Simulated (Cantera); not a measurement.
Charge: 1 mol CH3F, 0.019 mol HCl, held at 133 Pa.

Cantera equilibrium calculation (NASA polynomials, part measured and part estimated; ideal gas, pure solids and liquids). Candidate condensed phases: C, C6H6, C7H8, C8H18; 135 gas species. Ions and electrons are included (thermal ionisation). Rates play no part. All values below are at 4500 K.

Base state: H 0.599, F 0.198, C 0.198, Cl 0.00377, HF 0.000345, C2 0.000180, e- 0.000148, C+ 0.000144 (mole fractions); condensed: gas only.

Q: What changes in the equilibrium state with this change: HCl from 0.019 to 0.54 mol?

A: 
| species | before | after |
|---|---|---|
| H | 0.599 | 0.582 |
| F | 0.198 | 0.164 |
| C | 0.198 | 0.164 |
| Cl | 0.00377 | 0.0888 |
| CF | 6.77e-5 | 4.65e-5 |
| C2 | 0.000180 | 0.000124 |
